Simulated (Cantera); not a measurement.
Charge: 1 mol K2SO4, 0.059 mol C, 0.04 mol O2, held at 24.0 mbar.

Cantera equilibrium calculation (NASA polynomials, part measured and part estimated; ideal gas, pure solids and liquids). Candidate condensed phases: C, K, KO2, K2CO3, K2O, K2O2, K2S, K2SO4, S; 26 gas species. Mutual solubility and eutectic melting of coexisting phases are not modelled. Gases not in the tables: S3 to S7. Rates play no part. All values below are at 800 °C.

Base state: CO2 0.841, CO 0.159, COS 0.000517, S2 0.000105, K 9.68e-5, SO2 4.30e-5 (mole fractions); condensed: K2CO3(s) + K2S(s) + K2SO4(s).

Q: What changes in the equilibrium state with this change: pressure from 24.0 mbar to 64.0 mbar?

A: 
| species | before | after |
|---|---|---|
| CO2 | 0.841 | 0.840 |
| CO | 0.159 | 0.158 |
| COS | 0.000517 | 0.00138 |
| S2 | 0.000105 | 0.000280 |
| K | 9.68e-5 | 2.22e-5 |
| SO2 | 4.30e-5 | 4.29e-5 |
| K2CO3(s), mol | 4.26e-5 | 0.000116 |
| K2S(s), mol | 0.00712 | 0.00706 |
| K2SO4(s), mol | 0.993 | 0.993 |

Q: What changes in the equilibrium state with this change: O2 from 0.04 to 0.1 mol?

A: 
```tsv
species	before	after
CO2	0.841	0.590
O2	<1e-9	0.410
CO	0.159	3.65e-9
K	9.68e-5	<1e-9
COS	0.000517	<1e-9
S2	0.000105	<1e-9
SO2	4.30e-5	<1e-9
K2CO3(s), mol	4.26e-5	0
K2S(s), mol	0.00712	0
K2SO4(s), mol	0.993	1.00
```
